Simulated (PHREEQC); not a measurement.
# Reverse-osmosis permeate

Synthetic water in mg/L, 15 °C, pH 5.87, pe 9.4: Na 6.2; K 0.00297; Ca 3.18; Mg 2.16; Cl 8.4; S(6) as SO4 2.04; Alkalinity as HCO3 36.3; Cd 0.0359.

Valence states are taken as typed.

Computed with PHREEQC (ion-association model, wateq4f.dat).

```yaml
ionic_strength: 0.000928 mol/kgw
charge_balance_error: -18.1 %
```

| species | molality | activity | log γ |
|---|---|---|---|
| CO2 | 0.00204 | 0.00204 | 0.000 |
| HCO3- | 0.000595 | 0.000576 | -0.015 |
| Na+ | 0.000270 | 0.000261 | -0.015 |
| Cl- | 0.000237 | 0.000229 | -0.015 |
| Mg+2 | 8.81e-5 | 7.71e-5 | -0.058 |
| Ca+2 | 7.87e-5 | 6.88e-5 | -0.058 |
| SO4-2 | 2.07e-5 | 1.81e-5 | -0.058 |

Precipitation was switched off in this run. Species that the database lacks are ignored.
